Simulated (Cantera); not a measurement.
Cantera with NASA thermochemical tables; ideal gases at 1 bar, condensed phases pure. Values are per mole of reaction as written; species without (g) are pure solids or liquids, kept so even where they would boil at 1 bar.

B2O2(g) + 2 N2O(g) → 4 NO(g) + 2 B

```json
[
 {"T (K)": "1025", "ΔH° (kJ)": "(withheld)", "ΔS° (J/K)": "(withheld)", "ΔG° (kJ)": "(withheld)", "log10 K": "(withheld)"},
 {"T (K)": "1075", "ΔH° (kJ)": "657.8", "ΔS° (J/K)": "173.0", "ΔG° (kJ)": "471.8", "log10 K": "-22.93"},
 {"T (K)": "1125", "ΔH° (kJ)": "657.7", "ΔS° (J/K)": "172.9", "ΔG° (kJ)": "463.2", "log10 K": "-21.50"},
 {"T (K)": "1175", "ΔH° (kJ)": "657.6", "ΔS° (J/K)": "172.8", "ΔG° (kJ)": "454.5", "log10 K": "-20.21"},
 {"T (K)": "1225", "ΔH° (kJ)": "(withheld)", "ΔS° (J/K)": "(withheld)", "ΔG° (kJ)": "(withheld)", "log10 K": "(withheld)"},
 {"T (K)": "1275", "ΔH° (kJ)": "657.3", "ΔS° (J/K)": "172.6", "ΔG° (kJ)": "437.3", "log10 K": "-17.91"},
 {"T (K)": "1325", "ΔH° (kJ)": "657.2", "ΔS° (J/K)": "172.5", "ΔG° (kJ)": "428.6", "log10 K": "-16.90"},
 {"T (K)": "1375", "ΔH° (kJ)": "(withheld)", "ΔS° (J/K)": "(withheld)", "ΔG° (kJ)": "(withheld)", "log10 K": "(withheld)"}
]
```

### Question
Complete the blanks.

### Answer

- 1025, ΔH° (kJ): 657.9
- 1025, ΔS° (J/K): 173.1
- 1025, ΔG° (kJ): 480.5
- 1025, log10 K: -24.48
- 1225, ΔH° (kJ): 657.5
- 1225, ΔS° (J/K): 172.7
- 1225, ΔG° (kJ): 445.9
- 1225, log10 K: -19.01
- 1375, ΔH° (kJ): 657.1
- 1375, ΔS° (J/K): 172.4
- 1375, ΔG° (kJ): 420.0
- 1375, log10 K: -15.96
